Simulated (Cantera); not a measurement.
## Aluminium nitride and oxide growth: Al(CH3)3 + H2O + H2

Input: 1 mol Al(CH3)3, 20 mol H2O, 110 mol H2, held at 1.33 mbar.

Equilibrium computed with Cantera from the NASA thermochemical tables; the gas is ideal and each condensed phase is pure. Candidate condensed phases: Al, Al2O3, C, C6H6, C7H8, C8H18, H2O; 121 gas species. The feed counts by its element totals alone. The tables' values for AlOH are old estimates; treat these amounts as uncertain. The numbers say what is thermodynamically allowed, not how fast it happens.

| T (K) | x H2 | x H2O | x H | x CO | x CO2 | x OH | x O | n Al2O3(s) |
|---|---|---|---|---|---|---|---|---|
| 1400 | 0.867 | 0.111 | 0.000124 | 0.0206 | 0.00122 | 3.17e-7 | 4.13e-11 | 0.500 |
| 1500 | 0.866 | 0.112 | 0.000449 | 0.0208 | 0.00104 | 1.65e-6 | 7.42e-10 | 0.500 |
| 1600 | 0.865 | 0.112 | 0.00138 | 0.0209 | 0.000899 | 7.01e-6 | 9.32e-9 | 0.500 |
| 1700 | 0.863 | 0.112 | 0.00375 | 0.0210 | 0.000795 | 2.51e-5 | 8.72e-8 | 0.500 |
| 1800 | 0.858 | 0.111 | 0.00908 | 0.0210 | 0.000714 | 7.79e-5 | 6.39e-7 | 0.500 |
| 1900 | 0.847 | 0.111 | 0.0200 | 0.0209 | 0.000650 | 0.000215 | 3.81e-6 | 0.500 |
| 2000 | 0.828 | 0.109 | 0.0405 | 0.0208 | 0.000598 | 0.000534 | 1.91e-5 | 0.499 |
| 2100 | 0.795 | 0.107 | 0.0761 | 0.0204 | 0.000554 | 0.00121 | 8.28e-5 | 0.497 |
x: gas mole fraction; n: condensed amount in mol.

From 1400 K to 2100 K the condensed part is Al2O3(s).
